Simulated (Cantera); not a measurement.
A closed system holds: 1 mol Si3N4, 0.099 mol H2O, 87 mol H2, equilibrated at 1100 °C and 675 Torr.

Cantera equilibrium calculation (NASA polynomials, part measured and part estimated; ideal gas, pure solids and liquids). Candidate condensed phases: H2O, Si, SiO2, Si2N2O, Si3N4; 35 gas species. Mutual solubility and eutectic melting of coexisting phases are not modelled. Kinetics and transport are ignored.

Base state: H2 1.000, N2 0.000378 (mole fractions); condensed: Si2N2O(s) + Si3N4(s).

Q: What changes in the equilibrium state with this change: temperature from 1100 °C to 1902 °C?

A: 
```tsv
species	before	after
H2	1.000	0.971
N2	0.000378	0.0223
H	3.52e-6	0.00507
SiO	6.86e-9	0.00111
Si	<1e-9	0.000321
SiH	<1e-9	0.000139
Si2N2O(s), mol	0.0990	0
Si3N4(s), mol	0.934	0
Si(l), mol	0	2.83
```
Gases not in the tables: Si2H6 and higher silanes.

Q: What changes in the equilibrium state with this change: H2O from 0.099 to 0.57 mol?

A: 
```
species           before    after
--------------  --------  -------
H2                 1.000    0.998
N2              0.000378  0.00216
Si2N2O(s), mol    0.0990    0.570
Si3N4(s), mol      0.934    0.620
```
